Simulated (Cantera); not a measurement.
A freely propagating, adiabatic, planar premixed flame of H2 : O2 : N2 = 1 : 0.185 : 0.696 (molar parts), unburnt at 425 K and 5.13 atm; mixture-averaged transport, grid criteria slope 0.08 and curve 0.16, no radiation.

Computed with Cantera and the H2/O2 subset of GRI-Mech 3.0, which has no nitrogen chemistry. The hydrogen kinetics of GRI-Mech 3.0 are dated; newer H2 mechanisms differ, most at raised pressure. Burning velocities carry a grid error of a few per cent, more on coarse grids.

Question: How do the results move with these cheaper or finer settings: unity-Lewis-number transport; multicomponent transport; multicomponent+Soret transport; grid criteria slope 0.5, curve 1; grid criteria slope 0.25, curve 0.5; grid criteria slope 0.03, curve 0.06?

Answer: 
```json
[
 {"setting": "as above", "laminar burning velocity": "395 cm/s", "thermal thickness": "0.0537 mm", "peak x(OH)": "0.00121", "peak x(O)": "0.000813", "grid points": "108"},
 {"setting": "unity-Lewis-number transport", "laminar burning velocity": "247 cm/s", "thermal thickness": "0.0599 mm", "peak x(OH)": "0.00114", "peak x(O)": "0.000537", "grid points": "111"},
 {"setting": "multicomponent transport", "laminar burning velocity": "390 cm/s", "thermal thickness": "0.0547 mm", "peak x(OH)": "0.00119", "peak x(O)": "0.000795", "grid points": "108"},
 {"setting": "multicomponent+Soret transport", "laminar burning velocity": "381 cm/s", "thermal thickness": "0.0522 mm", "peak x(OH)": "0.00124", "peak x(O)": "0.000825", "grid points": "112"},
 {"setting": "grid criteria slope 0.5, curve 1", "laminar burning velocity": "453 cm/s", "thermal thickness": "0.0747 mm", "peak x(OH)": "0.00126", "peak x(O)": "0.000758", "grid points": "35"},
 {"setting": "grid criteria slope 0.25, curve 0.5", "laminar burning velocity": "395 cm/s", "thermal thickness": "0.0579 mm", "peak x(OH)": "0.00117", "peak x(O)": "0.000768", "grid points": "51"},
 {"setting": "grid criteria slope 0.03, curve 0.06", "laminar burning velocity": "393 cm/s", "thermal thickness": "0.0524 mm", "peak x(OH)": "0.00120", "peak x(O)": "0.000819", "grid points": "259"}
]
```
Unity Lewis numbers drop preferential diffusion, which matters most where H2 and H carry the flame; Soret adds thermal diffusion.
